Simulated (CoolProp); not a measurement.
A Linde-Hampson liquefier for carbon monoxide: isothermal reversible compression at 230 K from 1 atm to 5 MPa, throttling to 1 atm, return gas leaving the recuperator 10 K below the feed. Each further row changes one setting.

Model: reference Helmholtz-energy equation of state, Lemmon 2006, in CoolProp. It is a short technical equation, of lower accuracy than the large ones.

| case | liquid yield per pass | compression work (kJ/kg of gas) |
|---|---|---|
| as stated | ___ | 261 |
| high pressure 10 MPa | ___ | ___ |
| warm-end temperature 260 K | 0.015 | ___ |
| warm-end gap 15 K | 0.015 | 261 |

Some entries are withheld; supply them.


- as stated, liquid yield per pass: 0.030
- high pressure 10 MPa, liquid yield per pass: 0.084
- high pressure 10 MPa, compression work (kJ/kg of gas): 305
- warm-end temperature 260 K, compression work (kJ/kg of gas): 298
